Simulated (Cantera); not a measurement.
An adiabatic, constant-pressure homogeneous reactor starts with CO : H2 : O2 : N2 = 1 : 0.093 : 0.238 : 0.893 (molar parts), at 1723 K and 0.987 atm.

Cantera simulation using GRI-Mech 3.0 (53 species, 325 reactions); the numbers are that mechanism's predictions, not measurements.

Q: Predict: time of steepest temperature rise; temperature at 1.00 s; equilibrium temperature; x(CO) at 1.00 s; x(H2) at 1.00 s; x(O2) at 1.00 s; x(NO) at 1.00 s; x(NO2) at 1.00 s; x(H2O) at 1.00 s.

A: 
| Item | Result |
|---|---|
| time of steepest temperature rise | 16.7 µs |
| temperature at 1.00 s | 2874 K |
| equilibrium temperature | 2874 K |
| x(CO) at 1.00 s | 0.328 (gas-phase equilibrium 0.328) |
| x(H2) at 1.00 s | 0.00796 (gas-phase equilibrium 0.00796) |
| x(O2) at 1.00 s | 0.0102 (gas-phase equilibrium 0.0102) |
| x(NO) at 1.00 s | 0.00667 (gas-phase equilibrium 0.00667) |
| x(NO2) at 1.00 s | 9.33e-7 (gas-phase equilibrium 9.33e-7) |
| x(H2O) at 1.00 s | 0.0277 (gas-phase equilibrium 0.0277) |
